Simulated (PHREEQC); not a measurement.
A PHREEQC input (ion-association model, phreeqc.dat):

```
SOLUTION 1
  temp 50
  units mg/L
  pH 12.5
  pe 8.5
  Na 2440
  K 3
  Ca 48.9
  Mg 302
  Cl 4240
  S(6) 687 as SO4
  Alkalinity 7.04 as HCO3
  B 0.488
END
USE solution 1
EQUILIBRIUM_PHASES 1
  CO2(g) -2 10
END
```

It stops with these messages:

```
WARNING: Maximum iterations exceeded, 100
WARNING: Maximum iterations exceeded, 100
WARNING: The program has failed to converge to a numerical solution.
ERROR:           Alkalinity has not converged. Total: 1.163354e-04	Calculated: 3.106190e-03	Residual: -2.989855e-03
ERROR: Is non-carbonate alkalinity greater than total alkalinity?
ERROR:                    B has not converged. Total: 4.551966e-05	Calculated: 4.594834e-05	Residual: -4.286735e-07
ERROR:                   Ca has not converged. Total: 1.230229e-03	Calculated: 9.818916e-04	Residual: 2.483377e-04
ERROR:                   Cl has not converged. Total: 1.205918e-01	Calculated: 1.487887e-01	Residual: -2.819690e-02
ERROR:                    K has not converged. Total: 7.736191e-05	Calculated: 7.663269e-05	Residual: 7.292186e-07
ERROR:                   Mg has not converged. Total: 1.252539e-02	Calculated: 9.891818e-04	Residual: 1.153621e-02
ERROR:                   Na has not converged. Total: 1.070187e-01	Calculated: 1.282593e-01	Residual: -2.124061e-02
ERROR:                 S(6) has not converged. Total: 7.211091e-03	Calculated: 5.615009e-03	Residual: 1.596082e-03
ERROR:                   Mu Ionic strength has not converged. 	Residual: 6.943392e-02
ERROR:               A(H2O) Activity of water has not converged. 	Residual: -2.585172e-01
ERROR: Model failed to converge for initial solution  1.
```

Q: What went wrong, and how is it mended?

A: The fault: pH typed as 12.5 with the alkalinity kept. The line should read `pH 6.47` where the input has `pH 12.5`. With the mend the run ends at pH 5.91 and ionic strength 0.146 mol/kgw.
